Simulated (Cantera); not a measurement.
What does this Cantera script print?

```python
import numpy as np
import cantera as ct

surf = ct.Interface("ptcombust.yaml", "Pt_surf")
gas = surf.adjacent["gas"]
gas.TPX = 300, 26000, {'H2': 0.019, 'O2': 0.11, 'N2': 0.79}
jet = ct.ImpingingJet(gas=gas, width=0.046, surface=surf)
jet.inlet.mdot, jet.inlet.T, jet.inlet.X = 0.029, 300, {'H2': 0.019, 'O2': 0.11, 'N2': 0.79}
jet.set_refine_criteria(ratio=10, slope=0.2, curve=0.3)
show, cover = ['H2', 'O2', 'H2O', 'OH'], ["PT(S)", "H(S)", "O(S)", "OH(S)", "CO(S)", "C(S)"]

rows = []
print(f"{'Ts/K':>7s}" + "".join(f"{s:>11s}" for s in show + cover) + "   (gas at the wall, coverages)")
for i, Ts in enumerate([500, 550, 600, 650, 700]):
    jet.surface.T = Ts
    if i == 0:
        surf.TP = Ts, 26000
        surf.coverages = "PT(S):0.5, O(S):0.5"
        surf.advance_coverages(1.0)
        jet.set_initial_guess(products="inlet")
    jet.solve(loglevel=0, auto=(i == 0))
    rows.append([*(jet.X[gas.species_index(s), -1] for s in show), *surf[cover].coverages])
    print(f"{Ts:7g}" + "".join(f"{x:11.3e}" for x in rows[-1]))
```

Output:

```
   Ts/K         H2         O2        H2O         OH      PT(S)       H(S)       O(S)      OH(S)      CO(S)       C(S)   (gas at the wall, coverages)
    500  1.326e-03  9.903e-02  3.789e-02  1.308e-15  1.962e-02  5.907e-10  9.628e-01  1.755e-02  2.440e-20  1.514e-30
    550  1.322e-03  9.911e-02  3.758e-02  4.986e-14  2.077e-02  5.678e-10  9.692e-01  1.004e-02  6.180e-17 -2.202e-26
    600  1.318e-03  9.918e-02  3.731e-02  1.026e-12  2.189e-02  6.835e-10  9.718e-01  6.266e-03  2.738e-18 -2.127e-28
    650  1.295e-03  9.922e-02  3.711e-02  1.308e-11  2.336e-02  9.947e-10  9.724e-01  4.213e-03  8.819e-19  2.080e-32
    700  1.161e-03  9.914e-02  3.713e-02  1.118e-10  2.739e-02  1.798e-09  9.694e-01  3.155e-03  3.934e-20  9.286e-26
```

Detailed kinetics in Cantera: Deutschmann's 1995 Pt surface mechanism with GRI-Mech 3.0 gas chemistry. Catalytic surfaces can have several steady states; this one follows from the mechanism file's or the stated starting coverage.
